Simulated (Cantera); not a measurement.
**Adiabatic ignition**

An adiabatic, constant-pressure homogeneous reactor starts with CH4 : C2H6 : C3H8 : O2 : N2 = 1 : 0.17 : 0.43 : 5.5 : 163 (molar parts), at 1475 K and 3900 Torr.

Computed with Cantera and GRI-Mech 3.0 (53 species, 325 reactions). GRI-Mech 3.0 was tuned for natural gas; its chemistry of propane as a main component is partial and can be far from experiment.

| t (s) | T (K) | x CH4 | x C2H6 | x C3H8 | x CH3 | x CH2CO | x OH |
|---|---|---|---|---|---|---|---|
| 1.00e-6 | 1475 | 0.00588 | 0.000998 | 0.00252 | 1.06e-5 | 9.05e-11 | 4.16e-7 |
| 4.64e-6 | 1474 | 0.00587 | 0.000990 | 0.00247 | 6.79e-5 | 2.94e-8 | 1.63e-6 |
| 2.15e-5 | 1474 | 0.00580 | 0.000991 | 0.00218 | 0.000207 | 2.36e-6 | 3.59e-6 |
| 0.000100 | 1479 | 0.00523 | 0.000911 | 0.000815 | 0.000224 | 0.000125 | 1.18e-5 |
| 0.000464 | 1770 | <1e-12 | <1e-12 | <1e-12 | <1e-12 | <1e-12 | 0.000590 |
| 0.00215 | 1788 | <1e-12 | <1e-12 | <1e-12 | <1e-12 | <1e-12 | 0.000183 |
| 0.0100 | 1790 | <1e-12 | <1e-12 | <1e-12 | <1e-12 | <1e-12 | 8.67e-5 |
| 0.0464 | 1790 | <1e-12 | <1e-12 | <1e-12 | <1e-12 | <1e-12 | 8.17e-5 |
| 0.215 | 1790 | <1e-12 | <1e-12 | <1e-12 | <1e-12 | <1e-12 | 8.17e-5 |
| 1.00 | 1790 | <1e-12 | <1e-12 | <1e-12 | <1e-12 | <1e-12 | 8.16e-5 |
x: mole fraction; the columns are a selection and need not sum to one.

The time of steepest temperature rise is 0.193 ms. The temperature at 1.00 s is 1790 K. The equilibrium temperature comes out as 1789 K and the x(CH4) at 1.00 s is <1e-12 (gas-phase equilibrium <1e-12). The x(C2H6) at 1.00 s is <1e-12 (gas-phase equilibrium <1e-12) and the x(C3H8) at 1.00 s comes out as <1e-12 (gas-phase equilibrium <1e-12).
